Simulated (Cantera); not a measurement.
A closed system holds: 1 mol Si3N4, 43 mol Cl2, 2.1 mol H2, equilibrated at 1148.15 K and 24.0 Pa.

Equilibrium computed with Cantera from the NASA thermochemical tables; the gas is ideal and each condensed phase is pure. Kinetics and transport are ignored.

```
species  before     after
-------  ------  --------
Cl2       0.665     0.791
HCl      0.0885    0.0952
SiCl4    0.0632    0.0680
Cl        0.141  0.000295
N2       0.0421    0.0453
```
Gas species are given as mole fractions.

Q: What was changed between the two runs?
A) temperature from 1148.15 K to 775 K
B) temperature from 1148.15 K to 1248.15 K
C) temperature from 1148.15 K to 1198.15 K
D) temperature from 1148.15 K to 1450 K

A: A, temperature from 1148.15 K to 775 K
